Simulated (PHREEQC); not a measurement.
Solution (90 °C): 0.066 mol HNO3, 0.00054 mol AlCl3 and 0.41 mol KCl per kg of water. Closed to the air; pH follows from the charge balance.

Equilibrium calculation in PHREEQC: ion-association model, phreeqc.dat.

Each row changes one thing in this solution. No solid was allowed to form.

| case | pH | ionic strength (mol/kgw) | SI of Sylvite (KCl) |
|---|---|---|---|
| as made | 1.31 | 0.479 | -2.36 |
| KCl from 0.41 to 0.082 mol/kgw | 1.28 | 0.151 | -3.63 |
| AlCl3 from 0.00054 to 0.000486 mol/kgw | 1.31 | 0.479 | -2.36 |
| 0.19 mol/kgw NaCl added | 1.32 | ? | -2.23 |
| temperature from 90 to 70 °C | 1.30 | 0.479 | -2.27 |
| AlCl3 left out | 1.31 | 0.476 | -2.37 |
| diluted 100-fold with water | ? | 0.00479 | ? |
| HNO3 replaced by Fe(NO3)3 at the same molality | ? | 0.646 | -2.45 |
| diluted 2-fold with water | 1.60 | 0.240 | -2.89 |

Q: Some entries are withheld; supply them.

A: 
- 0.19 mol/kgw NaCl added, ionic strength (mol/kgw): 0.669
- diluted 100-fold with water, pH: 3.21
- diluted 100-fold with water, SI of Sylvite (KCl): -6.01
- HNO3 replaced by Fe(NO3)3 at the same molality, pH: 1.85

Species that the database lacks are ignored. Some of these states are supersaturated (in Hematite (slow to form), Goethite (slow to form), for instance). Away from 25 °C the constants follow the database's enthalpies or fits; those with neither stay at their 25 °C values.
